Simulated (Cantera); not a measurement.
**Equilibrium for thermal oxidation and active oxidation of silicon: Si + CO2 + N2**

Feed: 1 mol Si, a varied amount of CO2, 19 mol N2, held at 2098.15 K and 1.00 bar.

These are equilibrium values from Cantera (NASA tables, ideal gas, pure condensed phases), not measurements of a reactor. Candidate condensed phases: C, Si, SiC, SiO2, Si2N2O, Si3N4; 34 gas species. Mutual solubility and eutectic melting of coexisting phases are not modelled. The tables' values for SiN are old estimates; treat these amounts as uncertain. The tables hold silica as quartz up to 1696 K and as liquid above; real silica turns to tridymite and cristobalite and melts near 1996 K. Rates play no part.

From 0.035 mol CO2 to 0.23 mol CO2 the condensed part is Si3N4(s). At 0.34 mol CO2 the condensed part is SiC(s) + Si2N2O(s) + Si3N4(s). At 0.5 mol CO2 the condensed part is SiC(s) + Si2N2O(s). At 0.72 mol CO2 the condensed part is Si2N2O(s). From 1.1 mol CO2 to 2.3 mol CO2 the condensed part is SiO2(l). The main Si-bearing gas is SiO throughout. The share of Si in condensed phases is highest at 2.3 mol CO2 (99.1 %) and lowest at 1.1 mol CO2 (9.8 %).

```
n(CO2) (mol)   x N2     x CO     x SiO     x CO2      x Si     x SiN    x Si2N      x NO  n Si3N4(s)  n SiC(s)  n Si2N2O(s)  n SiO2(l)
------------  -----  -------  --------  --------  --------  --------  --------  --------  ----------  --------  -----------  ---------
0.035         0.996  0.00190   0.00190  5.81e-10   8.91e-5   1.85e-5   1.52e-5  2.15e-11       0.321         0            0          0
0.051         0.994  0.00276   0.00276   1.23e-9   8.92e-5   1.85e-5   1.52e-5  3.12e-11       0.315         0            0          0
0.074         0.992  0.00399   0.00400   2.56e-9   8.94e-5   1.85e-5   1.52e-5  4.50e-11       0.308         0            0          0
0.11          0.988  0.00590   0.00591   5.59e-9   8.96e-5   1.85e-5   1.53e-5  6.62e-11       0.296         0            0          0
0.16          0.983  0.00852   0.00853   1.16e-8   8.99e-5   1.86e-5   1.53e-5  9.50e-11       0.279         0            0          0
0.23          0.976   0.0121    0.0121   2.34e-8   9.03e-5   1.86e-5   1.54e-5  1.34e-10       0.256         0            0          0
0.34          0.969   0.0163    0.0151   3.88e-8   9.08e-5   1.86e-5   1.55e-5  1.65e-10       0.174    0.0282       0.0792          0
0.5           0.963   0.0203    0.0163   5.65e-8   8.44e-5   1.73e-5   1.34e-5  1.92e-10           0     0.105        0.288          0
0.72          0.941   0.0362    0.0222   1.82e-7   6.34e-5   1.28e-5   7.46e-6  3.44e-10           0         0        0.278          0
1.1           0.905   0.0523    0.0429   7.63e-5   4.22e-7   8.37e-8  3.25e-10   9.76e-8           0         0            0     0.0984
1.5           0.905   0.0712    0.0240  0.000186   1.32e-7   2.61e-8  3.17e-11   1.75e-7           0         0            0      0.496
2.3           0.892   0.0935  0.000404    0.0145  3.75e-11  7.38e-12    <1e-12   1.03e-5           0         0            0      0.991
```
x: gas mole fraction; n: condensed amount in mol.
